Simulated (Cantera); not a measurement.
Input (Python, Cantera) and output of one run.

```python
import numpy as np
import cantera as ct

gas_names = """
    H AL NH3
""".split()
cond_names = """
    ALN(s)
""".split()


def load(file, names, dense=False):
    # The tables refer to 1 bar. Condensed volumes are neglected.
    table = {s.name: s for s in ct.Species.list_from_file(file)}
    out = []
    for n in names:
        d = dict(table[n].input_data)
        d["thermo"] = dict(d["thermo"], **{"reference-pressure": 1e5})
        if dense:
            d["equation-of-state"] = {"model": "constant-volume", "density": "1e6 g/cm^3"}
        out.append(ct.Species.from_dict(d))
    return out


species = {s.name: s for s in load("nasa_gas.yaml", gas_names) + load("nasa_condensed.yaml", cond_names)}
# Each term lists the table entries of one substance; the one whose range holds T is used.
reactions = {
    '3 H(g) + AlN = Al(g) + NH3(g)':
        [(-3, ['H']), (-1, ['ALN(s)']), (1, ['AL']), (1, ['NH3'])],
}


def pick(names, T):
    return next(species[n] for n in names if species[n].thermo.min_temp <= T <= species[n].thermo.max_temp)


results = []
for label, terms in reactions.items():
    print(label)
    print("     T/K   dH/kJ  dS/(J/K)   dG/kJ   log10 K")
    for T in [1075, 1225, 1375, 1525, 1675]:
        used = [(nu, pick(names, T)) for nu, names in terms]
        dH = sum(nu * s.thermo.h(T) for nu, s in used) / 1e6
        dS = sum(nu * s.thermo.s(T) for nu, s in used) / 1e3
        dG = dH - T * dS / 1e3
        logK = -dG * 1e6 / (ct.gas_constant * T * np.log(10))
        results.append((label, T, dH, dS, dG, logK, [s.name for _, s in used]))
        print(f"{T:8g} {dH:8.1f} {dS:8.1f} {dG:8.1f} {logK:8.2f}")
```

Result:

```
3 H(g) + AlN = Al(g) + NH3(g)
     T/K   dH/kJ  dS/(J/K)   dG/kJ   log10 K
    1075    -81.4    -55.7    -21.5     1.05
    1225    -86.1    -59.8    -12.9     0.55
    1375    -90.4    -63.1     -3.6     0.14
    1525    -94.5    -65.9      6.1    -0.21
    1675    -98.2    -68.3     16.1    -0.50
```

Source: NASA polynomial tables (part measured, part estimated), evaluated in Cantera. Condensed species are held in their standard states even where they would react or evaporate.
